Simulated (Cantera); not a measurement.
An isothermal, constant-pressure homogeneous reactor starts with NO : N₂ = 1 : 19 (molar parts), at 2175 K and 1330 Pa. Integrator tolerance rtol = 1e-08.

Cantera simulation using GRI-Mech 3.0 (53 species, 325 reactions); the numbers are that mechanism's predictions, not measurements. Radical loss at walls, strong at low pressure, is not modelled.

Task: What does this change do: N2 19 to 2.6 parts?

Result: 
```csv
quantity,before,after
x(NO) at 10.0 s,0.0176 (gas-phase equilibrium 0.00424),0.0134 (gas-phase equilibrium 0.00979)
x(O) at 10.0 s,0.00223 (gas-phase equilibrium 0.00293),0.00712 (gas-phase equilibrium 0.00723)
x(NO₂) at 10.0 s,7.19e-7 (gas-phase equilibrium 2.06e-7),1.59e-6 (gas-phase equilibrium 1.17e-6)
x(O₂) at 10.0 s,0.0151 (gas-phase equilibrium 0.0214),0.128 (gas-phase equilibrium 0.130)
x(N₂O) at 10.0 s,1.33e-7 (gas-phase equilibrium 3.03e-8),8.35e-8 (gas-phase equilibrium 6.55e-8)
x(N₂) at 10.0 s,0.965 (gas-phase equilibrium 0.971),0.851 (gas-phase equilibrium 0.853)
```

Task: What does this change do: NO 1 to 6.4 parts?

Result: 
```
quantity                                           before                                    after
----------------  ---------------------------------------  ---------------------------------------
x(NO) at 10.0 s    0.0176 (gas-phase equilibrium 0.00424)   0.0132 (gas-phase equilibrium 0.00938)
x(O) at 10.0 s    0.00223 (gas-phase equilibrium 0.00293)  0.00675 (gas-phase equilibrium 0.00688)
x(NO₂) at 10.0 s  7.19e-7 (gas-phase equilibrium 2.06e-7)  1.50e-6 (gas-phase equilibrium 1.07e-6)
x(O₂) at 10.0 s     0.0151 (gas-phase equilibrium 0.0214)      0.116 (gas-phase equilibrium 0.117)
x(N₂O) at 10.0 s  1.33e-7 (gas-phase equilibrium 3.03e-8)  8.26e-8 (gas-phase equilibrium 6.32e-8)
x(N₂) at 10.0 s       0.965 (gas-phase equilibrium 0.971)      0.864 (gas-phase equilibrium 0.866)
```
